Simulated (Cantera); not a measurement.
A perfectly stirred reactor is fed with 91.1 % N2O, 8.93 % H2O, at 1.01 bar; it is held at 1075 K, and followed from long to short residence time.

Detailed kinetics in Cantera: GRI-Mech 3.0 (53 species, 325 reactions). GRI-Mech 3.0 was tuned for natural gas; its chemistry of N2O as a main component is partial and can be far from experiment. The mechanism lacks the step 2 NO + O2 → 2 NO2, which can matter for NO2 below about 1400 K. The temperature is held fixed by assumption; the heat of reaction is taken as removed at once.

**Question.** Predict: x(N2O) at τ = 21.0 s; x(H2O) at τ = 21.0 s; x(O2) at τ = 21.0 s; x(N2) at τ = 21.0 s; x(H2) at τ = 21.0 s; x(N2O) at τ = 0.170 s; x(H2O) at τ = 0.170 s; x(O2) at τ = 0.170 s; x(N2) at τ = 0.170 s; x(H2) at τ = 0.170 s.

**Answer.** 
| Property | Value |
|---|---|
| x(N2O) at τ = 21.0 s | 0.373 |
| x(H2O) at τ = 21.0 s | 0.0728 |
| x(O2) at τ = 21.0 s | 0.178 |
| x(N2) at τ = 21.0 s | 0.363 |
| x(H2) at τ = 21.0 s | 3.48e-9 |
| x(N2O) at τ = 0.170 s | 0.898 |
| x(H2O) at τ = 0.170 s | 0.0889 |
| x(O2) at τ = 0.170 s | 0.00419 |
| x(N2) at τ = 0.170 s | 0.00881 |
| x(H2) at τ = 0.170 s | 1.87e-8 |
